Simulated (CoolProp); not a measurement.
Vapour-liquid equilibrium of R143a (1) + R1234yf (2) at 0.0105 MPa; x and y are mole fractions of (1).

Model: multi-fluid Helmholtz-energy mixture model, Lemmon and Jacobsen 2000 and Lemmon 2022; pair parameters Bell 2016, in CoolProp.

Problem. Give the bubble temperature and the first vapour's composition at x = 0.425, 0.5, 0.725. Is there an azeotrope?

Solution. x = 0.425: 193.5 K, y = 0.682; x = 0.5: 192.5 K, y = 0.741; x = 0.725: 190.0 K, y = 0.878. No azeotrope shows between x = 0.05 and 0.95.

Pair parameters are fitted to limited data, so mixtures are less certain than the pure fluids.
